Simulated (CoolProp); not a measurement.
Saturated liquid density (kg/m³) of carbonyl sulfide: the reference equation beside estimates from Tc = 105.6 °C, pc = 6.369 MPa, ω = 0.098. Rackett uses Z = 0.29056 − 0.08775 ω.

Model: reference Helmholtz-energy equation of state, Lemmon 2006, in CoolProp. It is a short technical equation, of lower accuracy than the large ones.

```json
[
 {"T (°C)": "-78.15", "reference": "1232", "Rackett": "1206", "Redlich-Kwong": "1172", "Peng-Robinson": "1319"},
 {"T (°C)": "-65.95", "reference": "1207", "Rackett": "1182", "Redlich-Kwong": "1147", "Peng-Robinson": "1294"},
 {"T (°C)": "-53.65", "reference": "1182", "Rackett": "1158", "Redlich-Kwong": "1120", "Peng-Robinson": "1267"},
 {"T (°C)": "-41.45", "reference": "1155", "Rackett": "1132", "Redlich-Kwong": "1092", "Peng-Robinson": "1239"},
 {"T (°C)": "-29.25", "reference": "1128", "Rackett": "1106", "Redlich-Kwong": "1062", "Peng-Robinson": "1208"},
 {"T (°C)": "-17.05", "reference": "1100", "Rackett": "1078", "Redlich-Kwong": "1030", "Peng-Robinson": "1175"},
 {"T (°C)": "-4.85", "reference": "1070", "Rackett": "1049", "Redlich-Kwong": "996.3", "Peng-Robinson": "1139"},
 {"T (°C)": "7.35", "reference": "1039", "Rackett": "1019", "Redlich-Kwong": "959.9", "Peng-Robinson": "1100"}
]
```

Absolute difference from the reference over all 8 rows, mean and median: Rackett 2.0 and 2.0 %, Redlich-Kwong 5.9 and 5.7 %, Peng-Robinson 6.9 and 7.1 %.
